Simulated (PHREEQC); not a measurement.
# Copper plating or etch bath: speciation

Make-up at 57 °C: 0.0091 mol/kgw CuSO4, 0.00034 mol/kgw HNO3 and 0.066 mol/kgw H3BO3. Closed to the air; pH follows from the charge balance.

Equilibrium calculation in PHREEQC: ion-association model, wateq4f.dat.

```yaml
pH: 3.76
ionic_strength: 0.0253 mol/kgw
total_alkalinity: -0.340 meq/kg
```

| species | molality | activity | log γ |
|---|---|---|---|
| H3BO3 | 0.0660 | 0.0664 | 0.003 |
| Cu+2 | 0.00630 | 0.00345 | -0.261 |
| SO4-2 | 0.00615 | 0.00328 | -0.273 |
| CuSO4 | 0.00280 | 0.00282 | 0.003 |
| NO3- | 0.000340 | 0.000287 | -0.074 |
| H+ | 0.000200 | 0.000175 | -0.058 |
| HSO4- | 0.000142 | 0.000121 | -0.070 |
| Cu2(OH)2+2 | 5.73e-7 | 3.00e-7 | -0.281 |
| H2BO3- | 4.42e-7 | 3.71e-7 | -0.076 |
| CuOH+ | 2.32e-7 | 1.97e-7 | -0.071 |
| Cu(OH)2 | 2.34e-9 | 2.36e-9 | 0.003 |

Precipitation was switched off in this run. Species that the database lacks are ignored. Constants without temperature data keep their 25 °C values here.
